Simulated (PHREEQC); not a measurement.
# Brine: an equilibrium model

Solution (25 °C): 2.9 mol/kgw MgCl2 and 0.66 mol/kgw Na2SO4. Closed to the air; pH follows from the charge balance.

Computed with PHREEQC (Pitzer model, pitzer.dat).

The ionic strength comes out as 10.7 mol/kgw and the activity of water is 0.691. The density is 1.245 g/cm³ and the osmotic coefficient comes out as 1.919.

```tsv
species	molality	activity	log γ
Cl-	5.80	4.31	-0.129
Mg+2	2.90	83.8	1.461
Na+	1.32	5.11	0.587
SO4-2	0.660	0.00150	-2.643
MgOH+	3.73e-6	4.51e-6	0.082
HSO4-	2.62e-6	2.86e-6	0.037
H+	1.12e-6	1.99e-5	1.252
OH-	1.10e-8	3.51e-10	-1.497
```

Precipitation was switched off in this run.
